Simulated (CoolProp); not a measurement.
Vapour-liquid equilibrium of isohexane (1) + n-hexane (2) at 1.65 MPa; x and y are mole fractions of (1).

Model: multi-fluid Helmholtz-energy mixture model, Lemmon 2006 and Thol 2019; pair parameters Bell 2016, in CoolProp.

| x | bubble temperature, mixture model (°C) | bubble temperature, Raoult's law (°C) | y, mixture model | y, Raoult's law |
|---|---|---|---|---|
| 0.05 | 193.8 | 193.8 | 0.055 | 0.058 |
| 0.15 | 192.7 | 192.8 | (withheld) | 0.171 |
| 0.25 | 191.6 | 191.8 | 0.268 | 0.281 |
| 0.35 | 190.6 | 190.8 | 0.372 | 0.387 |
| 0.45 | 189.5 | 189.8 | 0.473 | 0.489 |
| 0.55 | 188.5 | 188.8 | 0.572 | 0.589 |
| 0.65 | (withheld) | 187.8 | 0.670 | 0.685 |
| 0.75 | 186.7 | 186.9 | (withheld) | 0.779 |
| 0.85 | (withheld) | 185.9 | 0.860 | 0.869 |
| 0.95 | 185.0 | 185.0 | 0.954 | 0.957 |

Complete the blanks.


- 0.15, y, mixture model: 0.163
- 0.65, bubble temperature, mixture model (°C): 187.6
- 0.75, y, mixture model: 0.766
- 0.85, bubble temperature, mixture model (°C): 185.8

The largest gap from Raoult's law is -0.3 K in bubble temperature, at x = 0.55. No azeotrope shows between x = 0.05 and 0.95.

The pair parameters rest on a limited set of measurements; away from them the model extrapolates.
